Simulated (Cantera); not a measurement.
A closed system holds: 1 mol B, 3.6 mol NH₃, 100 mol N₂, at 13.3 mbar.

Equilibrium computed with Cantera from the NASA thermochemical tables; the gas is ideal and each condensed phase is pure. Candidate condensed phases: B, BN; 15 gas species. Kinetics and transport are ignored. All values below are at 1950 K.

Base state: N₂ 0.948, H₂ 0.0494, H 0.00221 (mole fractions); condensed: BN(s).

Q: What changes in the equilibrium state with this change: NH₃ from 3.6 to 17 mol?

A: 
```json
[
 {"species": "N₂", "before": "0.948", "after": "0.807"},
 {"species": "H₂", "before": "0.0494", "after": "0.188"},
 {"species": "H", "before": "0.00221", "after": "0.00431"},
 {"species": "BN(s), mol", "before": "1.000", "after": "0.999"}
]
```
